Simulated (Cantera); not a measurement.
Stirred combustor or abatement burner

A perfectly stirred reactor is fed with C2H6 : O2 : N2 : H2O = 1 : 1.94 : 7.31 : 1.6 (molar parts), equivalence ratio 1.8, at 3680 Torr; it is adiabatic with a 650 K inlet, and is followed from long to short residence time, starting on the burning branch (τ in s: 0.25, 0.094, 0.036, 0.013, 0.0051, 0.0019, 0.00072, 0.00027, 0.0001, 3.9e-05, 1.5e-05).

Cantera simulation using GRI-Mech 3.0 (53 species, 325 reactions); the numbers are that mechanism's predictions, not measurements.

| τ (s) | T (K) | x C2H6 | x O2 | x H2O | x CH3 | x CH4 | x H2O2 | x NO |
|---|---|---|---|---|---|---|---|---|
| 0.25 | 1864 | 1.99e-6 | 8.65e-5 | 0.215 | 6.27e-5 | 0.00339 | 2.68e-9 | 1.91e-6 |
| 0.094 | 1873 | 4.99e-6 | 0.000204 | 0.220 | 0.000109 | 0.00494 | 6.61e-9 | 1.90e-6 |
| 0.036 | 1882 | 1.17e-5 | 0.000461 | 0.226 | 0.000177 | 0.00653 | 1.60e-8 | 1.85e-6 |
| 0.013 | 1885 | 2.81e-5 | 0.00105 | 0.233 | 0.000281 | 0.00803 | 4.07e-8 | 1.73e-6 |
| 0.0051 | 1879 | 6.34e-5 | 0.00215 | 0.238 | 0.000408 | 0.00894 | 9.74e-8 | 1.52e-6 |
| 0.0019 | 1856 | 0.000154 | 0.00434 | 0.241 | 0.000563 | 0.00924 | 2.50e-7 | 1.20e-6 |
| 0.00072 | 1807 | 0.000396 | 0.00863 | 0.242 | 0.000710 | 0.00919 | 6.56e-7 | 7.50e-7 |
| 0.00027 | 1682 | 0.00153 | 0.0207 | 0.236 | 0.000765 | 0.0103 | 2.10e-6 | 1.87e-7 |
| 0.00010 | 650 | 0.0844 | 0.164 | 0.135 | <1e-12 | <1e-12 | <1e-12 | <1e-12 |
| 3.9e-5 | 650 | 0.0844 | 0.164 | 0.135 | <1e-12 | <1e-12 | <1e-12 | <1e-12 |
| 1.5e-5 | 650 | 0.0844 | 0.164 | 0.135 | <1e-12 | <1e-12 | <1e-12 | <1e-12 |
x: mole fraction; the columns are a selection and need not sum to one.
